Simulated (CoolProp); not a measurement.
The fluid at 498.98 K and 0.439 MPa flows at 5.9 m/s in a round tube of 6 mm bore and 1.5 µm roughness, fully developed (64/Re and Nu = 3.66 if laminar; Colebrook and Gnielinski if turbulent). The same conditions are run with several fluids, on thermodynamics alone (safety and materials aside).

Computed with CoolProp (reference Helmholtz-energy equation of state of each fluid (o-xylene: Zhou 2012; benzene: Thol 2012; n-butane: Bücker 2006; R141b: Lemmon 2006; R22: Kamei 1995)).

```
fluid     Reynolds number  Darcy friction factor  pressure drop (Pa/m)  heat-transfer coefficient (W/(m² K))  mass flow (kg/h)
--------  ---------------  ---------------------  --------------------  ------------------------------------  ----------------
o-xylene              ___                    ___                   827                                   497              7.57
benzene             24500                 0.0252                   ___                                   323              5.21
n-butane            18100                 0.0270                   ___                                   354              3.78
R141b               29100                 0.0243                   ___                                   ___              7.66
R22                   ___                 0.0285                   ___                                   184              5.55
```

Question: Complete the blanks.

Answer: 
- o-xylene, Reynolds number: 41000
- o-xylene, Darcy friction factor: 0.0226
- benzene, pressure drop (Pa/m): 635
- n-butane, pressure drop (Pa/m): 494
- R141b, pressure drop (Pa/m): 900
- R141b, heat-transfer coefficient (W/(m² K)): 294
- R22, Reynolds number: 14500
- R22, pressure drop (Pa/m): 764

Transport values come from each fluid's own correlations; those of R141b, R22 are estimates that may be off by 10 % or more.
